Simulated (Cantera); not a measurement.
Input: 1 mol SiHCl3, 0.27 mol NH3, 20 mol H2, equilibrated at 77.0 mbar.

Cantera equilibrium calculation (NASA polynomials, part measured and part estimated; ideal gas, pure solids and liquids). Candidate condensed phases: NH4Cl, Si, Si3N4; 28 gas species. Mutual solubility and eutectic melting of coexisting phases are not modelled. The tables' values for SiCl3 are old estimates; treat these amounts as uncertain. Kinetics and transport are ignored.

x: gas mole fraction; n: condensed amount in mol.

| T (K) | x H2 | x HCl | x SiCl4 | x SiHCl3 | x SiCl2 | x SiCl3 | x SiH2Cl2 | n Si(s) | n Si3N4(s) |
|---|---|---|---|---|---|---|---|---|---|
| 898 | 0.958 | 0.00603 | 0.0246 | 0.0109 | 5.13e-5 | 0.000162 | 0.000456 | 0.0148 | 0.0675 |
| 923 | 0.957 | 0.00776 | 0.0243 | 0.0107 | 9.05e-5 | 0.000234 | 0.000459 | 0.0245 | 0.0675 |
| 948 | 0.955 | 0.00984 | 0.0238 | 0.0104 | 0.000154 | 0.000330 | 0.000460 | 0.0359 | 0.0675 |
| 973 | 0.953 | 0.0123 | 0.0232 | 0.0101 | 0.000255 | 0.000455 | 0.000460 | 0.0490 | 0.0675 |
| 998 | 0.951 | 0.0152 | 0.0225 | 0.00980 | 0.000410 | 0.000614 | 0.000458 | 0.0638 | 0.0675 |
| 1023 | 0.948 | ? | 0.0217 | 0.00943 | ? | 0.000810 | 0.000454 | ? | 0.0675 |
| 1048 | 0.946 | ? | 0.0207 | 0.00902 | ? | 0.00105 | 0.000447 | ? | 0.0675 |
| 1073 | 0.942 | 0.0264 | 0.0195 | 0.00855 | 0.00143 | 0.00132 | 0.000437 | 0.117 | 0.0675 |

Question: Complete the blanks.

Answer: 
- 1023, x HCl: 0.0185
- 1023, x SiCl2: 0.000639
- 1023, n Si(s): 0.0802
- 1048, x HCl: 0.0222
- 1048, x SiCl2: 0.000971
- 1048, n Si(s): 0.0980
